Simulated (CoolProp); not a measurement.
Dry air along the isobar 21.6 MPa: fugacity coefficient from the reference equation and from simpler models built on Tc = -140.6 °C, pc = 3.786 MPa, ω = 0.034; each cubic takes its own stable root.

Values from CoolProp's reference Helmholtz-energy equation of state, Lemmon 2000. It is a pseudo-pure fit of the blend.

```csv
T (°C),phase,reference,Redlich-Kwong,Peng-Robinson
-207.85,liquid,0.001897,0.001029,0.001640
-167.85,liquid,0.08359,(withheld),(withheld)
-127.85,supercritical,(withheld),0.3432,0.3107
-87.95,supercritical,0.6157,0.6134,0.5777
-47.95,supercritical,0.8110,(withheld),(withheld)
-7.95,supercritical,0.9275,0.9037,0.8874
32.05,supercritical,0.9959,0.9674,(withheld)
72.05,supercritical,1.036,(withheld),(withheld)
111.95,supercritical,1.061,1.029,1.032
```

### Question
What belongs in the gaps?

### Answer

- -167.85, Redlich-Kwong: 0.08228
- -167.85, Peng-Robinson: 0.07438
- -127.85, reference: 0.3365
- -47.95, Redlich-Kwong: 0.7957
- -47.95, Peng-Robinson: 0.7689
- 32.05, Peng-Robinson: 0.9597
- 72.05, Redlich-Kwong: 1.006
- 72.05, Peng-Robinson: 1.004
